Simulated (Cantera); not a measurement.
An adiabatic, constant-pressure homogeneous reactor starts with CO : H2 : CH4 : O2 : N2 = 1 : 0.27 : 0.2 : 0.609 : 2.29 (molar parts), at 1675 K and 0.286 atm. Integrator tolerance rtol = 1e-08.

Computed with Cantera and GRI-Mech 3.0 (53 species, 325 reactions).

Question: What does this change do: pressure from 0.286 atm to 1.00 atm?

Answer: 
| quantity | before | after |
|---|---|---|
| time of steepest temperature rise | 0.146 ms | 45.4 µs |
| temperature at 2.00 s | 2738 K | 2840 K |
| equilibrium temperature | 2738 K | 2840 K |
| x(CO) at 2.00 s | 0.192 (gas-phase equilibrium 0.192) | 0.190 (gas-phase equilibrium 0.190) |
| x(H2) at 2.00 s | 0.0336 (gas-phase equilibrium 0.0336) | 0.0325 (gas-phase equilibrium 0.0325) |
| x(CH4) at 2.00 s | <1e-12 (gas-phase equilibrium <1e-12) | <1e-12 (gas-phase equilibrium <1e-12) |
| x(CH2O) at 2.00 s | 7.53e-10 (gas-phase equilibrium 7.53e-10) | 2.53e-9 (gas-phase equilibrium 2.53e-9) |
| x(N2O) at 2.00 s | 1.41e-7 (gas-phase equilibrium 1.41e-7) | 2.70e-7 (gas-phase equilibrium 2.70e-7) |
| x(CH2CO) at 2.00 s | <1e-12 (gas-phase equilibrium <1e-12) | <1e-12 (gas-phase equilibrium <1e-12) |
| x(OH) at 2.00 s | 0.0178 (gas-phase equilibrium 0.0178) | 0.0162 (gas-phase equilibrium 0.0162) |

Question: What does this change do: initial temperature 1675 to 1000 K?

Answer: 
| quantity | before | after |
|---|---|---|
| time of steepest temperature rise | 0.146 ms | 10.9 ms |
| temperature at 2.00 s | 2738 K | 2500 K |
| equilibrium temperature | 2738 K | 2500 K |
| x(CO) at 2.00 s | 0.192 (gas-phase equilibrium 0.192) | 0.177 (gas-phase equilibrium 0.177) |
| x(H2) at 2.00 s | 0.0336 (gas-phase equilibrium 0.0336) | 0.0316 (gas-phase equilibrium 0.0316) |
| x(CH4) at 2.00 s | <1e-12 (gas-phase equilibrium <1e-12) | <1e-12 (gas-phase equilibrium <1e-12) |
| x(CH2O) at 2.00 s | 7.53e-10 (gas-phase equilibrium 7.53e-10) | 6.47e-10 (gas-phase equilibrium 6.47e-10) |
| x(N2O) at 2.00 s | 1.41e-7 (gas-phase equilibrium 1.41e-7) | 4.40e-8 (gas-phase equilibrium 4.40e-8) |
| x(CH2CO) at 2.00 s | <1e-12 (gas-phase equilibrium <1e-12) | <1e-12 (gas-phase equilibrium <1e-12) |
| x(OH) at 2.00 s | 0.0178 (gas-phase equilibrium 0.0178) | 0.00660 (gas-phase equilibrium 0.00660) |
